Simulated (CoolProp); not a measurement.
Vapour-liquid equilibrium of propylene (1) + R115 (2) at -1.25 °C; x and y are mole fractions of (1).

Model: multi-fluid Helmholtz-energy mixture model, Lemmon 2013 and Lemmon 2016; pair parameters Bell 2016, in CoolProp.

| x | bubble pressure (bar) | y at the bubble point | dew pressure at overall composition x (bar) | liquid density (mol/L) |
|---|---|---|---|---|
| 0.05 | 4.526 | … | 4.376 | 9.205 |
| 0.125 | 4.918 | 0.226 | 4.597 | 9.389 |
| 0.2 | … | 0.324 | 4.833 | 9.584 |
| 0.275 | 5.536 | 0.404 | 5.084 | … |
| 0.35 | 5.762 | … | 5.346 | 10.02 |
| 0.425 | … | 0.527 | 5.609 | … |
| 0.5 | 6.065 | 0.577 | 5.856 | 10.52 |
| 0.575 | 6.152 | 0.623 | 6.061 | 10.81 |
| 0.65 | 6.200 | 0.669 | 6.185 | 11.12 |
| 0.725 | 6.207 | 0.716 | 6.203 | … |
| 0.8 | 6.164 | 0.770 | 6.120 | 11.84 |
| 0.875 | 6.055 | 0.835 | 5.965 | 12.25 |
| 0.95 | 5.846 | 0.922 | 5.768 | 12.70 |

Task: Complete the blanks.

Result: 
- 0.05, y at the bubble point: 0.102
- 0.2, bubble pressure (bar): 5.256
- 0.275, liquid density (mol/L): 9.792
- 0.35, y at the bubble point: 0.470
- 0.425, bubble pressure (bar): 5.936
- 0.425, liquid density (mol/L): 10.26
- 0.725, liquid density (mol/L): 11.47

y crosses x between x = 0.65 and 0.725: the model has an azeotrope there.

Pair parameters are fitted to limited data, so mixtures are less certain than the pure fluids.
